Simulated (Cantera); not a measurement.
Feed: 1 mol SiH₂Cl₂, 8.7 mol NH₃, equilibrated at 4.50 Torr.

Equilibrium computed with Cantera from the NASA thermochemical tables; the gas is ideal and each condensed phase is pure. Candidate condensed phases: NH₄Cl, Si, Si₃N₄; 28 gas species. The tables' values for SiCl, SiN, SiCl₃ are old estimates; treat these amounts as uncertain. Gases not in the tables: Si₂H₆ and higher silanes. Equilibrium is a limit: real reactors are often held back by kinetics, nucleation or transport.

log p: log10 of the partial pressure in bar; n: condensed amount in mol.

```tsv
T (°C)	log p H₂	log p N₂	log p HCl	log p H	log p Si	log p SiCl₂	n Si₃N₄(s)	n Si(l)
627	-2.38	-2.93	-3.19	-11.12	<-14	-10.56	0.333	0
827	-2.38	-2.93	-3.19	-8.78	<-14	-7.76	0.333	0
1027	-2.38	-2.93	-3.20	?	?	?	0.332	0
1227	-2.38	-2.92	-3.24	?	?	?	?	0
1427	-2.38	-2.87	-3.43	-5.02	-6.17	-3.92	0	0.603
1627	-2.39	-2.87	-3.40	-4.29	-4.90	-3.98	0	0.600
1827	-2.41	-2.89	-3.41	-3.71	-3.87	-4.07	0	0.165
```

Problem. Some entries are withheld; supply them.

Solution. 
- 1027, log p H: -7.15
- 1027, log p Si: -12.61
- 1027, log p SiCl₂: -5.84
- 1227, log p H: -5.94
- 1227, log p Si: -8.91
- 1227, log p SiCl₂: -4.53
- 1227, n Si₃N₄(s): 0.302
